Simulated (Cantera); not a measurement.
A perfectly stirred reactor is fed with H₂ : O₂ = 0.013 : 1 (molar parts), equivalence ratio 0.0065, at 0.0267 bar; it is held at 923 K, and followed from long to short residence time.

Cantera simulation using the H2/O2 subset of GRI-Mech 3.0, which has no nitrogen chemistry; the numbers are that mechanism's predictions, not measurements. Radical loss at walls, strong at low pressure, is not modelled. Below about 950 K walls govern HO2 and H2O2 in real vessels.

x: mole fraction; the columns are a selection and need not sum to one.

| τ (s) | x H₂ | x O₂ | x H | x H₂O | x O | x H₂O₂ | x HO₂ |
|---|---|---|---|---|---|---|---|
| 0.36 | 0.000580 | 0.987 | ? | 0.0123 | 0.000396 | 1.12e-7 | 3.72e-6 |
| 0.14 | 0.000947 | 0.986 | ? | 0.0118 | 0.000631 | 1.53e-7 | 5.18e-6 |
| 0.056 | 0.00152 | 0.986 | ? | 0.0112 | 0.000962 | 2.02e-7 | 6.82e-6 |
| 0.022 | 0.00246 | 0.985 | ? | 0.0101 | 0.00140 | 2.56e-7 | 8.51e-6 |
| 0.0088 | 0.00394 | 0.985 | ? | 0.00836 | 0.00184 | 3.02e-7 | 9.84e-6 |
| 0.0035 | 0.00631 | 0.984 | ? | 0.00583 | 0.00199 | 3.10e-7 | 1.04e-5 |
| 0.0014 | 0.00977 | 0.985 | ? | 0.00257 | 0.00131 | 1.94e-7 | 9.61e-6 |

**Question.** What belongs in the gaps?

**Answer.** 
- 0.36, x H: 2.70e-5
- 0.14, x H: 6.57e-5
- 0.056, x H: 0.000149
- 0.022, x H: 0.000319
- 0.0088, x H: 0.000578
- 0.0035, x H: 0.000774
- 0.0014, x H: 0.000501
